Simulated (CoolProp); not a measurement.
Properties of R1234ze(Z) along the isotherm 166.85 °C (Tc = 150.1 °C, pc = 3531 kPa, ω = 0.327).

Computed with CoolProp (reference Helmholtz-energy equation of state, Akasaka 2019).

```tsv
p (kPa)	phase	density (kg/m³)	isothermal compressibility (1/MPa)
3090	gas	149.4	0.5613
6180	supercritical	693.4	0.08996
9270	supercritical	805.5	0.02909
12400	supercritical	863.5	0.01734
15500	supercritical	903.4	0.01242
18500	supercritical	933.7	0.009760
21600	supercritical	959.6	0.008003
24700	supercritical	981.7	0.006789
27800	supercritical	1001	0.005900
30900	supercritical	1019	0.005220
34000	supercritical	1034	0.004683
```
